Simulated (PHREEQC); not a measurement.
Consider water at 20 °C with 0.0063 mol/kgw NH3. Closed to the air; pH follows from the charge balance.

Equilibrium calculation in PHREEQC: ion-association model, wateq4f.dat.

No solid was allowed to form.

### Question
Estimate the pH, ionic strength.

### Answer
pH 10.67; ionic strength 0.000326 mol/kgw.

### Question
In which forms is N present?

### Answer
NH3 95 %, NH4+ 5.2 % of the N.
